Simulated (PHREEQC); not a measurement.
Consider water at 90 °C with 0.094 mol/kgw HF and 0.18 mol/kgw HCl. Closed to the air; pH follows from the charge balance.

Model: ion-association model, phreeqc.dat, run in PHREEQC.

| Quantity | Value |
|---|---|
| pH | 0.85 |
| ionic strength | 0.180 mol/kgw |
| activity of water | 0.992 |
| specific conductance | 168000 µS/cm |
| density | 0.969 g/cm³ |
| total alkalinity | -274 meq/kg |

```tsv
species	molality	activity	log γ
H+	0.180	0.141	-0.108
Cl-	0.180	0.125	-0.160
HF	0.0937	0.0976	0.018
F-	0.000185	0.000126	-0.165
HF2-	7.09e-5	5.10e-5	-0.143
```

No solid was allowed to form. At this temperature some constants are extrapolated from 25 °C, and those without enthalpy data are left unchanged.
